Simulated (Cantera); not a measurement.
Cantera with NASA thermochemical tables; ideal gases at 1 bar, condensed phases pure. Values are per mole of reaction as written; species without (g) are pure solids or liquids, kept so even where they would boil at 1 bar.

**Question.** Between 1150 and 1500 K, where is each reaction favourable under standard conditions?
- O(g) + 2 H(g) + LiCl → HCl(g) + LiOH

**Answer.** 
- O(g) + 2 H(g) + LiCl → HCl(g) + LiOH: ΔG° is -591 kJ at 1150 K and -507 kJ at 1500 K; it stays negative (K > 1). ΔH° is -867 kJ and ΔS° -240 J/K at 1500 K.
